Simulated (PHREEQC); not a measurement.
**Hard or scaling water: speciation**

Solution (20 °C): 2.8 mmol/kgw CaSO4, 2.5 mmol/kgw Na2HPO4 and 31 mmol/kgw KCl. Closed to the air; pH follows from the charge balance.

All values are PHREEQC results (ion-association model, wateq4f.dat), not measurements.

Each row changes one thing in this solution. This is a speciation only: nothing precipitates in the calculation.

| case | pH | ionic strength (mol/kgw) | SO4-2 (mol/kgw) | Ca+2 (mol/kgw) | HPO4-2 (mol/kgw) | CaHPO4 (mol/kgw) | SI of Gypsum (CaSO4:2H2O) | SI of Halite (NaCl) |
|---|---|---|---|---|---|---|---|---|
| as made | 8.10 | 0.0459 | 0.00235 | 0.00204 | 0.00176 | 0.000412 | -1.38 | -5.55 |
| CaSO4 from 0.0028 to 0.00056 mol/kgw | 8.45 | 0.0397 | 0.000497 | 0.000376 | 0.00217 | 0.000101 | -2.75 | -5.54 |
| 0.0073 mol/kgw NaOH added | 11.77 | 0.0466 | 0.00247 | 0.000320 | 4.39e-5 | 1.60e-6 | -2.16 | -5.16 |
| KCl from 0.031 to 0.0465 mol/kgw | 8.11 | 0.0616 | 0.00230 | 0.00212 | 0.00180 | 0.000371 | -1.44 | -5.39 |
| diluted 2-fold with water | ___ | 0.0233 | 0.00124 | 0.00109 | 0.000938 | 0.000164 | -1.78 | -6.11 |
| Na2HPO4 from 0.0025 to 0.0005 mol/kgw | 8.05 | 0.0417 | 0.00232 | 0.00242 | 0.000334 | 9.75e-5 | -1.29 | -6.24 |
| CaSO4 from 0.0028 to 0.00308 mol/kgw | 8.08 | 0.0467 | ___ | 0.00225 | 0.00173 | 0.000440 | -1.30 | -5.55 |
| temperature from 20 to 50 °C | 7.86 | 0.0450 | 0.00223 | 0.00187 | 0.00157 | 0.000532 | -1.43 | -5.62 |
| diluted 10-fold with water | 8.42 | 0.00482 | 0.000268 | 0.000249 | 0.000214 | 1.49e-5 | -2.85 | -7.45 |

Problem. What belongs in the gaps?

Solution. 
- diluted 2-fold with water, pH: 8.20
- CaSO4 from 0.0028 to 0.00308 mol/kgw, SO4-2 (mol/kgw): 0.00257

Complexes and solids missing from the database can't appear. Some of these states are supersaturated (in Hydroxyapatite, for instance). H3PO4, which wateq4f.dat lacks, is added to it with the constant of phreeqc.dat. At this temperature some constants are extrapolated from 25 °C, and those without enthalpy data are left unchanged.
